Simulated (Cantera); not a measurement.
A perfectly stirred reactor is fed with 2.13 % C2H6, 97.9 % N2, at 64.5 Torr; it is held at 1623 K, and followed from long to short residence time.

Detailed kinetics in Cantera: GRI-Mech 3.0 (53 species, 325 reactions). GRI-Mech 3.0 stops at C3 and has no aromatics, soot or wall deposition, so with more carbon than oxygen in the feed, carbon stays in small species such as C2H2 where larger ones or solid carbon would form.

Problem. Predict: x(C2H6) at τ = 2.80 s; x(CH4) at τ = 2.80 s; x(CH3) at τ = 2.80 s; x(C2H4) at τ = 2.80 s; x(CH2) at τ = 2.80 s; x(C2H6) at τ = 19.0 ms; x(CH4) at τ = 19.0 ms; x(CH3) at τ = 19.0 ms; x(C2H4) at τ = 19.0 ms; x(CH2) at τ = 19.0 ms.

Solution. x(C2H6) at τ = 2.80 s: 4.71e-6
x(CH4) at τ = 2.80 s: 0.00155
x(CH3) at τ = 2.80 s: 8.90e-5
x(C2H4) at τ = 2.80 s: 3.29e-5
x(CH2) at τ = 2.80 s: 2.25e-7
x(C2H6) at τ = 19.0 ms: 0.000375
x(CH4) at τ = 19.0 ms: 0.00469
x(CH3) at τ = 19.0 ms: 0.000819
x(C2H4) at τ = 19.0 ms: 0.00141
x(CH2) at τ = 19.0 ms: 3.73e-6
